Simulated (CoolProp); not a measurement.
Properties of hexamethyldisiloxane (MM) along the isotherm 549.1 K (Tc = 518.7 K, pc = 1.931 MPa, ω = 0.418).

Model: reference Helmholtz-energy equation of state, Thol 2016, in CoolProp.

```
p (MPa)          phase  cv (kJ/(kg K))  speed of sound (m/s)  expansivity (1/kK)
-------  -------------  --------------  --------------------  ------------------
0.0611             gas           2.074                 168.3               1.883
0.109              gas           2.075                 167.1               1.934
0.193              gas           2.076                 165.0               2.028
0.343              gas           2.079                 161.1               2.213
0.611              gas      (withheld)                 153.9               2.613
1.09               gas           2.098                 139.9               3.660
1.93               gas      (withheld)            (withheld)               8.185
3.43     supercritical           2.177                 122.8               13.69
6.11     supercritical      (withheld)                 255.6          (withheld)
10.9     supercritical           2.124                 376.6          (withheld)
19.3     supercritical           2.121                 506.9               1.530
```

### Question
Some entries are withheld; supply them.

### Answer

- 0.611, cv (kJ/(kg K)): 2.085
- 1.93, cv (kJ/(kg K)): 2.130
- 1.93, speed of sound (m/s): 111.6
- 6.11, cv (kJ/(kg K)): 2.137
- 6.11, expansivity (1/kK): 3.926
- 10.9, expansivity (1/kK): 2.263
